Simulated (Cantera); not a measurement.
Input (Python, Cantera):

```python
import numpy as np
import cantera as ct

gas = ct.Solution("gri30.yaml")


def delay(T, t_max=10):
    gas.TPX = T, 390000, {'CH4': 1, 'O2': 2.7, 'N2': 10.5}
    reactor = ct.IdealGasReactor(gas, clone=False)
    net = ct.ReactorNet([reactor])
    net.rtol, net.atol = 1e-8, 1e-16
    while net.time < t_max:
        t_old, T_old = net.time, reactor.T
        net.step()
        if reactor.T > T + 400:  # ignition: a rise of 400 K
            return t_old + (T + 400 - T_old) / (reactor.T - T_old) * (net.time - t_old)
    return np.nan


taus = []
for T in [1348, 1423, 1498, 1573, 1648]:
    taus.append(delay(T))
    print(f"T0 = {T:6g} K   tau = {taus[-1]:.4e} s")

# d ln(tau) / d ln(k), from doubling and halving each rate constant
T, sens = 1648, []
for i in range(gas.n_reactions):
    gas.set_multiplier(2.0, i)
    up = delay(T)
    gas.set_multiplier(0.5, i)
    down = delay(T)
    gas.set_multiplier(1.0, i)
    sens.append((np.log(up / down) / np.log(4.0), gas.reaction(i).equation))
sens.sort(key=lambda x: -abs(x[0]))
print(f"sensitivities at {T} K")
for s, eq in sens[:10]:
    print(f"{s:8.3f}  {eq}")
```

It prints:

```
T0 =   1348 K   tau = 1.7729e-03 s
T0 =   1423 K   tau = 7.7523e-04 s
T0 =   1498 K   tau = 3.6084e-04 s
T0 =   1573 K   tau = 1.7914e-04 s
T0 =   1648 K   tau = 9.5022e-05 s
sensitivities at 1648 K
  -0.422  CH3 + O2 <=> CH3O + O
  -0.318  H + O2 <=> O + OH
   0.238  2 CH3 (+M) <=> C2H6 (+M)
   0.226  CH4 + H <=> CH3 + H2
  -0.175  CH3 + HO2 <=> CH3O + OH
  -0.119  CH3 + O2 <=> CH2O + OH
  -0.107  2 CH3 <=> C2H5 + H
  -0.084  CH3 + HO2 <=> CH4 + O2
  -0.080  CH2O + O2 <=> HCO + HO2
  -0.075  CH3 + H (+M) <=> CH4 (+M)
```

Model: GRI-Mech 3.0 (53 species, 325 reactions), integrated in Cantera.
